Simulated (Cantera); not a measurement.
A closed system holds: 1 mol n-butane, 5.1 mol H2, equilibrated at 823 K and 10.0 mbar.

Equilibrium computed with Cantera from the NASA thermochemical tables; the gas is ideal and each condensed phase is pure. Candidate condensed phases: C, C6H6, C7H8, C8H18; 76 gas species. The numbers say what is thermodynamically allowed, not how fast it happens.

Base state: H2 0.991, CH4 0.00916 (mole fractions); condensed: C(graphite).

Problem. What changes in the equilibrium state with this change: pressure from 10.0 mbar to 63.0 Pa?

Solution. 
```
species            before     after
----------------  -------  --------
H2                  0.991     0.999
CH4               0.00916  0.000587
C(graphite), mol     3.91      3.99
```

Problem. What changes in the equilibrium state with this change: pressure from 10.0 mbar to 1 atm?

Solution. 
| species | before | after |
|---|---|---|
| H2 | 0.991 | 0.628 |
| CH4 | 0.00916 | 0.372 |
| C(graphite), mol | 3.91 | 1.26 |

Problem. What changes in the equilibrium state with this change: pressure from 10.0 mbar to 6.10 bar?

Solution. 
| species | before | after |
|---|---|---|
| CH4 | 0.00916 | 0.656 |
| H2 | 0.991 | 0.344 |
| C2H6 | 2.29e-9 | 3.38e-5 |
| C(graphite), mol | 3.91 | 0 |
